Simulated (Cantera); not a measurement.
An adiabatic, constant-pressure homogeneous reactor starts with CO : H2 : O2 : N2 = 1 : 0.049 : 1.34 : 5.06 (molar parts), at 1200 K and 3.45 atm.

Model: GRI-Mech 3.0 (53 species, 325 reactions), integrated in Cantera. The hydrogen kinetics of GRI-Mech 3.0 are dated; newer H2 mechanisms differ, most at raised pressure.

One state of this run: T (K) = 2244; x CO = 0.00184; x H2 = 1.57e-5; x O2 = 0.113; x N2O = 9.77e-7; x H = 1.53e-5; x H2O2 = 1.58e-8; x HO2 = 1.50e-6. x: mole fraction; the columns are a selection and need not sum to one.

Which value of t (s) does it belong to?
A) 6.00e-6
B) 0.000469
C) 8.20e-5
D) 0.209

D, 0.209
